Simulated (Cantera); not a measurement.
# PbO + CO + H2 (iron carbonyl, mercury and lead vapours)

A closed system holds: 1 mol PbO, 0.22 mol CO, 1.5 mol H2.

Equilibrium computed with Cantera from the NASA thermochemical tables; the gas is ideal and each condensed phase is pure. Candidate condensed phases: C, C6H6, C7H8, C8H18, H2O, Pb, PbO, PbO2, Pb3O4; 113 gas species. Rates play no part.

Stable condensed phases:

```
T in K \ P in Pa
              10      52     270    1400    7200   37000  190000 1000000
   1325        A       A       A       B       B       B       B       B
   1275        A       A       A       B       B       B       B       B
   1225        A       A       B       B       B       B       B       B
   1175        A       A       B       B       B       B       B       B
   1125        A       B       B       B       B       B       B       B
   1075        A       B       B       B       B       B       B       B
   1025        B       B       B       B       B       B       B       B
    975        B       B       B       B       B       B       B       B
    925        B       B       B       B       B       B       B       B
    875        B       B       B       B       B       B       B       B
    825        B       B       B       B       B       B       B       B
    775        B       B       B       B       B       B       B       B
    725        B       B       B       B       B       B       B       B
```

A: gas only; B: Pb.
